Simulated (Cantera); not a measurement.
Cantera run:

```python
import numpy as np
import cantera as ct

gas_names = """
    Br Br2 Si SiBr SiBr2 SiBr3 SiBr4 Si2 Si3
""".split()
cond_names = """
    Br2(cr) Br2(L) Si(cr) Si(L)
""".split()


# ... load() reads the species with a 1 bar reference pressure and builds the phases ...
atoms = {
    'Si': {'Si': 1},
    'Br2': {'Br': 2},
}
top_T = {}  # K; cautious upper limits of use, not melting points


# ... equilibrate(T, P, feed) seeds the gas with the atoms and calls Mixture.equilibrate('TP', solver="vcs", rtol=1e-11, max_steps=5000) ...
results = []
feed = {'Si': 1, 'Br2': 1.3}  # mol
for P in [1, 3.6, 13, 46, 170, 600, 2200, 7700, 28000, 100000]:
    for T in [498, 648, 798, 948, 1098, 1248, 1398, 1548, 1698]:
        mix = equilibrate(T, P, feed)
        results.append((T, P, feed, dict(zip(mix.species_names, mix.species_moles))))

for T, P, feed, n in results:
    print(f"{T:7g} {P:10.4g}  " + (" + ".join(c for c in cond_names if n.get(c, 0) > 1e-12) or "gas only"))
```

It prints:

```
    498          1  Si(cr)
    648          1  Si(cr)
    798          1  Si(cr)
    948          1  Si(cr)
   1098          1  gas only
   1248          1  gas only
   1398          1  gas only
   1548          1  Si(cr)
   1698          1  Si(L)
    498        3.6  Si(cr)
    648        3.6  Si(cr)
    798        3.6  Si(cr)
    948        3.6  Si(cr)
   1098        3.6  gas only
   1248        3.6  gas only
   1398        3.6  gas only
   1548        3.6  gas only
   1698        3.6  Si(L)
    498         13  Si(cr)
    648         13  Si(cr)
    798         13  Si(cr)
    948         13  Si(cr)
   1098         13  Si(cr)
   1248         13  gas only
   1398         13  gas only
   1548         13  gas only
   1698         13  gas only
    498         46  Si(cr)
    648         46  Si(cr)
    798         46  Si(cr)
    948         46  Si(cr)
   1098         46  Si(cr)
   1248         46  gas only
   1398         46  gas only
   1548         46  gas only
   1698         46  gas only
    498        170  Si(cr)
    648        170  Si(cr)
    798        170  Si(cr)
    948        170  Si(cr)
   1098        170  Si(cr)
   1248        170  gas only
   1398        170  gas only
   1548        170  gas only
   1698        170  gas only
    498        600  Si(cr)
    648        600  Si(cr)
    798        600  Si(cr)
    948        600  Si(cr)
   1098        600  Si(cr)
   1248        600  Si(cr)
   1398        600  gas only
   1548        600  gas only
   1698        600  gas only
    498       2200  Si(cr)
    648       2200  Si(cr)
    798       2200  Si(cr)
    948       2200  Si(cr)
   1098       2200  Si(cr)
   1248       2200  Si(cr)
   1398       2200  gas only
   1548       2200  gas only
   1698       2200  gas only
    498       7700  Si(cr)
    648       7700  Si(cr)
    798       7700  Si(cr)
    948       7700  Si(cr)
   1098       7700  Si(cr)
   1248       7700  Si(cr)
   1398       7700  Si(cr)
   1548       7700  gas only
   1698       7700  gas only
    498    2.8e+04  Si(cr)
    648    2.8e+04  Si(cr)
    798    2.8e+04  Si(cr)
    948    2.8e+04  Si(cr)
   1098    2.8e+04  Si(cr)
   1248    2.8e+04  Si(cr)
   1398    2.8e+04  Si(cr)
   1548    2.8e+04  gas only
   1698    2.8e+04  gas only
    498      1e+05  Si(cr)
    648      1e+05  Si(cr)
    798      1e+05  Si(cr)
    948      1e+05  Si(cr)
   1098      1e+05  Si(cr)
   1248      1e+05  Si(cr)
   1398      1e+05  Si(cr)
   1548      1e+05  Si(cr)
   1698      1e+05  gas only
```

Method: chemical equilibrium by Gibbs-energy minimisation in Cantera with the NASA 1993 tables (ideal gas, pure condensed phases). The tables' values for SiBr3 are old estimates.
